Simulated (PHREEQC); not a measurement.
A solution holds 0.17 mol Cu(NO3)2 and 6.2e-05 mol H2SO4 per kg of water, at 37 °C. Closed to the air; pH follows from the charge balance.

Computed with PHREEQC (ion-association model, phreeqc.dat).

No solid was allowed to form.

Task: Order these S species by the share of S that they hold, largest first: SO4-2, CuSO4, HSO4-.

Result: CuSO4 (61 %), SO4-2 (38 %), HSO4- (0.20 %)

The pH is 3.82 and the ionic strength 0.510 mol/kgw. Complexes and solids missing from the database can't appear. At this temperature some constants are extrapolated from 25 °C, and those without enthalpy data are left unchanged.
